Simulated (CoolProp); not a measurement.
Vapour-liquid equilibrium of R22 (1) + R152A (2) at 10.15 °C; x and y are mole fractions of (1).

Computed with CoolProp (multi-fluid Helmholtz-energy mixture model, Kamei 1995 and Outcalt 1996; pair parameters Bell 2016).

| x | bubble pressure (bar) | y at the bubble point | dew pressure at overall composition x (bar) | liquid density (mol/L) |
|---|---|---|---|---|
| 0.05 | 3.860 | 0.075 | 3.821 | 14.18 |
| 0.125 | 4.035 | 0.181 | 3.940 | 14.21 |
| 0.2 | 4.218 | 0.281 | 4.068 | 14.23 |
| 0.275 | 4.409 | 0.375 | 4.206 | 14.26 |
| 0.35 | 4.612 | 0.464 | 4.356 | 14.28 |
| 0.425 | 4.825 | 0.547 | 4.520 | 14.31 |
| 0.5 | 5.050 | 0.625 | 4.701 | 14.33 |
| 0.575 | 5.287 | 0.697 | 4.903 | 14.35 |
| 0.65 | 5.537 | 0.763 | 5.131 | 14.37 |
| 0.725 | 5.799 | 0.824 | 5.390 | 14.38 |
| 0.8 | 6.072 | 0.879 | 5.692 | 14.40 |
| 0.875 | 6.354 | 0.929 | 6.050 | 14.41 |
| 0.95 | 6.644 | 0.973 | 6.487 | 14.41 |

No azeotrope shows between x = 0.05 and 0.95.

The pair parameters rest on a limited set of measurements; away from them the model extrapolates.
